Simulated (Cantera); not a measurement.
A closed system holds: 1 mol FeS₂, 0.078 mol H₂S, 0.79 mol CO₂, 0.11 mol SO₂, at 101000 Pa.

Cantera equilibrium calculation (NASA polynomials, part measured and part estimated; ideal gas, pure solids and liquids). Candidate condensed phases: C, C₆H₆, C₇H₈, C₈H₁₈, Fe, Fe(CO)₅, FeO, Fe(OH)₂, Fe(OH)₃, FeS, FeSO₄, FeS₂, Fe₂O₃, Fe₂(SO₄)₃, Fe₃O₄, H₂O, H₂SO₄, S; 127 gas species. FeS: taken at fixed stoichiometry. Gases not in the tables: S₃ to S₇. Equilibrium is a limit: real reactors are often held back by kinetics, nucleation or transport.

x: gas mole fraction; n: condensed amount in mol.

```csv
T (K),x CO₂,x S₂,x CO,x SO₂,x H₂O,x SO,x H₂S,n FeS(s),n FeS(l)
1123,0.509,0.346,0.0122,0.0647,0.0335,6.36e-5,0.0181,1.00,0
1223,0.491,0.343,0.0272,0.0708,0.0357,0.000192,0.0150,1.00,0
1323,0.464,0.336,0.0507,0.0808,0.0372,0.000504,0.0123,1.00,0
1423,…,0.327,…,…,0.0380,…,…,1.00,0
1523,0.389,0.315,0.118,0.110,0.0382,0.00247,0.00794,0,1.00
1623,…,0.302,…,…,0.0377,…,…,0,1.000
1723,0.302,0.288,0.195,0.144,0.0368,0.00837,0.00519,0,1.000
1823,0.261,0.274,0.231,0.159,0.0355,0.0138,0.00426,0,1.000
1923,0.223,0.260,0.264,0.171,0.0340,0.0214,0.00352,0,1.000
```

Problem. What belongs in the gaps?

Solution. 
- 1423, x CO₂: 0.429
- 1423, x CO: 0.0817
- 1423, x SO₂: 0.0944
- 1423, x SO: 0.00118
- 1423, x H₂S: 0.00989
- 1623, x CO₂: 0.345
- 1623, x CO: 0.157
- 1623, x SO₂: 0.127
- 1623, x SO: 0.00473
- 1623, x H₂S: 0.00640
